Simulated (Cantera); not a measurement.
Feed: 1 mol SiO2, 2.3 mol CH4, 0.034 mol CO, equilibrated at 0.120 bar.

Method: chemical equilibrium by Gibbs-energy minimisation in Cantera with the NASA 1993 tables (ideal gas, pure condensed phases). Candidate condensed phases: C, C6H6, C7H8, C8H18, H2O, Si, SiC, SiO2; 123 gas species. Gases not in the tables: Si2H6 and higher silanes. The numbers say what is thermodynamically allowed, not how fast it happens.

**Question.** At 1973 K, list the 5 most abundant gas species with their mole fractions, and the condensed phases.

**Answer.** H2 0.691, CO 0.253, SiO 0.0526, H 0.00324, Si 6.35e-5. Condensed: SiC(s).
